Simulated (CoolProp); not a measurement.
A single-stage vapour-compression cycle with neopentane: evaporating at 327.15 K (dew point), condensing at 366.15 K (bubble point), superheat 10 K, subcooling 5 K, compressor efficiency 0.8, no pressure losses. Each further row changes one setting.

Values from CoolProp's reference Helmholtz-energy equation of state, Lemmon 2006. It is a short technical equation, of lower accuracy than the large ones.

| case | cooling COP | pressure ratio | discharge temperature (K) | refrigerating effect (kJ/kg) | volumetric capacity (kJ/m³) |
|---|---|---|---|---|---|
| as stated | 5.46 | 2.46 | 366.2 | 208 | 2360 |
| evaporating temperature 332.15 K | [?] | [?] | 366.9 | 216 | [?] |
| condensing temperature 361.15 K | [?] | 2.22 | 362.1 | 222 | 2510 |
| subcooling 10 K | 5.82 | 2.46 | 366.2 | 222 | 2510 |
| superheat 20 K | [?] | 2.46 | [?] | 228 | 2480 |
| compressor efficiency 0.7 | [?] | 2.46 | 368.1 | 208 | 2360 |

### Question
Complete the blanks.

### Answer

- evaporating temperature 332.15 K, cooling COP: 6.58
- evaporating temperature 332.15 K, pressure ratio: 2.16
- evaporating temperature 332.15 K, volumetric capacity (kJ/m³): 2770
- condensing temperature 361.15 K, cooling COP: 6.54
- superheat 20 K, cooling COP: 5.71
- superheat 20 K, discharge temperature (K): 375.2
- compressor efficiency 0.7, cooling COP: 4.78

The compression ends wet for: as stated; subcooling 10 K.
